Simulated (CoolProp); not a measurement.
Vapour pressure (bar) of benzene: the reference equation beside estimates from Tc = 288.9 °C, pc = 49.06 bar, ω = 0.211. Clausius-Clapeyron is anchored at 165.35 °C with a constant enthalpy of vaporisation of 25.12 kJ/mol.

Values from CoolProp's reference Helmholtz-energy equation of state, Thol 2012.

| T (°C) | reference | Clausius-Clapeyron | Soave-Redlich-Kwong | Peng-Robinson |
|---|---|---|---|---|
| 162.95 | 7.517 | [?] | [?] | 7.485 |
| 165.35 | 7.867 | 7.867 | 7.924 | 7.835 |
| 167.75 | 8.229 | 8.168 | 8.292 | 8.198 |
| 170.25 | [?] | 8.490 | 8.689 | [?] |
| 172.65 | [?] | 8.807 | 9.083 | 8.976 |
| 175.05 | 9.406 | 9.133 | 9.490 | [?] |
| 177.55 | 9.836 | 9.480 | 9.929 | 9.808 |
| 179.95 | 10.26 | 9.823 | 10.36 | 10.24 |
| 182.35 | 10.70 | 10.17 | 10.81 | 10.68 |
| 184.85 | 11.18 | 10.55 | 11.29 | 11.15 |
| 187.25 | 11.64 | 10.92 | 11.77 | 11.63 |
| 189.65 | 12.13 | 11.30 | 12.26 | 12.11 |
| 192.15 | 12.64 | [?] | 12.79 | 12.63 |

**Question.** Fill in the missing entries.

**Answer.** 
- 162.95, Clausius-Clapeyron: 7.575
- 162.95, Soave-Redlich-Kwong: 7.568
- 170.25, reference: 8.619
- 170.25, Peng-Robinson: 8.588
- 172.65, reference: 9.006
- 175.05, Peng-Robinson: 9.377
- 192.15, Clausius-Clapeyron: 11.70

Absolute difference from the reference over all 13 rows, mean and median: Clausius-Clapeyron 3.6 and 3.6 %, Soave-Redlich-Kwong 0.9 and 0.9 %, Peng-Robinson 0.3 and 0.3 %.
